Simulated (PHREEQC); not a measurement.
Leach liquor (model solution)

Consider water at 25 °C with 0.0018 mol/kgw H2SO4 and 0.018 mol/kgw MnSO4. Closed to the air; pH follows from the charge balance.

Model: ion-association model, phreeqc.dat, run in PHREEQC.

Each row changes one thing in this solution. This is a speciation only: nothing precipitates in the calculation.

```tsv
case	pH	ionic strength (mol/kgw)	SO4-2 (mol/kgw)	HSO4- (mol/kgw)
as made	2.71	0.0512	0.0126	0.00133
diluted 10-fold with water	3.53	0.00670	0.00170	3.82e-5
temperature from 25 to 20 °C	2.70	0.0524	0.0129	0.00126
diluted 2-fold with water	2.94	0.0280	0.00699	0.000492
H2SO4 left out	6.49	0.0486	0.0121	2.18e-7
MnSO4 left out	2.52	0.00471	0.00145	0.000346
diluted 5-fold with water	3.27	0.0125	0.00316	0.000120
```
